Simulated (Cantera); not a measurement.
Feed: 1 mol borazine, 0.067 mol H2O, 1.2 mol N2, at 0.190 bar.

Equilibrium computed with Cantera from the NASA thermochemical tables; the gas is ideal and each condensed phase is pure. Candidate condensed phases: B, BN, B2O3, B3O3H3, H2O; 39 gas species. The feed counts by its element totals alone. Mutual solubility and eutectic melting of coexisting phases are not modelled. Gases not in the tables: H3BO3. Rates play no part.

Question: At 1523 K, list the 5 most abundant gas species with their mole fractions, and the condensed phases.

Answer: H2 0.710, N2 0.284, HBO2 0.00309, H2O 0.00207, HBO 0.000667. Condensed: BN(s) + B2O3(l).
